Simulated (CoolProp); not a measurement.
The fluid at 425.86 K and 11.7 MPa is throttled through a valve to 1.01 MPa with no heat exchange. The same conditions are run with several fluids, on thermodynamics alone (safety and materials aside).

The numbers come from the reference Helmholtz-energy equation of state of each fluid (sulfur dioxide: Gao 2016; R245fa: Akasaka 2015; neopentane: Lemmon 2006; n-octane: Beckmüller 2019; R1224YDZ: Akasaka 2023) in CoolProp.

```json
[
 {"fluid": "sulfur dioxide", "temperature change (K)": "-96.0", "final phase": "two-phase, vapour fraction 0.483", "final density (kg/m³)": "54.9"},
 {"fluid": "R245fa", "temperature change (K)": "-62.5", "final phase": "two-phase, vapour fraction 0.645", "final density (kg/m³)": "85.4"},
 {"fluid": "neopentane", "temperature change (K)": "-57.8", "final phase": "two-phase, vapour fraction 0.699", "final density (kg/m³)": "42.8"},
 {"fluid": "n-octane", "temperature change (K)": "+2.3", "final phase": "liquid", "final density (kg/m³)": "584"},
 {"fluid": "R1224YDZ", "temperature change (K)": "-59.0", "final phase": "two-phase, vapour fraction 0.619", "final density (kg/m³)": "99.1"}
]
```
